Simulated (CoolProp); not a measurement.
Vapour-liquid equilibrium of propylene (1) + cyclohexane (2) at 313.4 K; x and y are mole fractions of (1).

Model: multi-fluid Helmholtz-energy mixture model, Lemmon 2013 and Zhou 2014; pair parameters Bell 2016, in CoolProp.

```
x     bubble pressure, mixture model (bar)  bubble pressure, Raoult's law (bar)  y, mixture model  y, Raoult's law
----  ------------------------------------  -----------------------------------  ----------------  ---------------
0.05                                     ?                                1.065             0.790            0.778
0.2                                  3.756                                3.515                 ?            0.943
0.35                                 6.133                                5.964                 ?            0.973
0.5                                  8.381                                8.413             0.977            0.985
0.65                                 10.59                                10.86             0.985            0.992
0.8                                  12.88                                13.31                 ?            0.996
0.95                                 15.52                                15.76                 ?            0.999
```

Problem. What belongs in the gaps?

Solution. 
- 0.05, bubble pressure, mixture model (bar): 1.171
- 0.2, y, mixture model: 0.938
- 0.35, y, mixture model: 0.965
- 0.8, y, mixture model: 0.991
- 0.95, y, mixture model: 0.997

The largest gap from Raoult's law is +10.0 % in bubble pressure, at x = 0.05. No azeotrope shows between x = 0.05 and 0.95.

The pair parameters rest on a limited set of measurements; away from them the model extrapolates. The gap from Raoult's law changes sign with composition, which may be real or a fault of the pair parameters; it wasn't checked against measurements.
